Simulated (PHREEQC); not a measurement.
Ca(OH)2 is added in steps, without added water, to 1 kg of water holding 0.00019 mol H2S, 0.29 mol NaCl and 0.00027 mol MnCl2, at 25 °C. No oxygen is let in. The system is closed to CO2. Solids allowed: Portlandite, Pyrochroite, MnS(Green), Halite. Others were left out.

Base run: PHREEQC, ion-association model, wateq4f.dat. Each further column changes one thing. The table gives pH.

| Ca(OH)2 added (mol) | base | Debye-Hückel limiting law | all activity coefficients set to 1 | Davies equation for every ion | metal-ligand complexes left out |
|---|---|---|---|---|---|
| 0 | 5.29 | 5.34 | 5.34 | 5.32 | 5.29 |
| 9.3e-05 | 8.19 | 8.11 | 8.36 | 8.22 | 8.18 |
| 0.000217 | 9.80 | 9.99 | 9.68 | 9.80 | 9.74 |
| 0.00031 | 9.91 | 10.07 | 9.82 | 9.92 | 9.86 |
| 0.000403 | 10.09 | 10.17 | 10.10 | 10.11 | 10.05 |
| 0.000527 | 10.38 | 10.35 | 10.52 | 10.41 | 10.37 |
| 0.00062 | 10.55 | 10.47 | 10.71 | 10.58 | 10.55 |

The polysulfide entries of wateq4f.dat were taken out for this run.
